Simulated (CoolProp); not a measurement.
Model: reference Helmholtz-energy equation of state, Span 2000, in CoolProp.

Problem. Give the vapour pressure (bar), liquid density (kg/m³), vapour density (kg/m³), enthalpy of vaporisation (kJ/kg) of saturated nitrogen at 107.9, 115.8 K.

Solution. 
```json
[
 {"T (K)": "107.9", "p (bar)": "13.0", "liquid density (kg/m³)": "637", "vapour density (kg/m³)": "54.5", "enthalpy of vaporisation (kJ/kg)": "141"},
 {"T (K)": "115.8", "p (bar)": "20.2", "liquid density (kg/m³)": "571", "vapour density (kg/m³)": "92.2", "enthalpy of vaporisation (kJ/kg)": "113"}
]
```
